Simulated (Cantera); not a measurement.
A perfectly stirred reactor is fed with NH₃ : N₂ = 1 : 0.89 (molar parts), at 0.720 bar; it is held at 2300 K, and followed from long to short residence time.

Model: the gas-phase N/H chemistry of the illustrative SiF4/NH3 mechanism in the Surface Chemkin manual (1991), integrated in Cantera. Walls and surfaces, which speed up NH3 decomposition in real reactors, are not modelled.

Task: Predict: x(NH₃) at τ = 12.0 s; x(H₂) at τ = 12.0 s; x(N₂) at τ = 12.0 s; x(H) at τ = 12.0 s; x(NH₃) at τ = 0.110 s; x(N₂H₂) at τ = 0.110 s; x(H₂) at τ = 0.110 s; x(N₂) at τ = 0.110 s; x(H) at τ = 0.110 s.

Result: 
* **x(NH₃) at τ = 12.0 s**: 0.000192
* **x(H₂) at τ = 12.0 s**: 0.513
* **x(N₂) at τ = 12.0 s**: 0.479
* **x(H) at τ = 12.0 s**: 0.00812
* **x(NH₃) at τ = 0.110 s**: 0.00997
* **x(N₂H₂) at τ = 0.110 s**: 1.47e-7
* **x(H₂) at τ = 0.110 s**: 0.507
* **x(N₂) at τ = 0.110 s**: 0.480
* **x(H) at τ = 0.110 s**: 0.00317
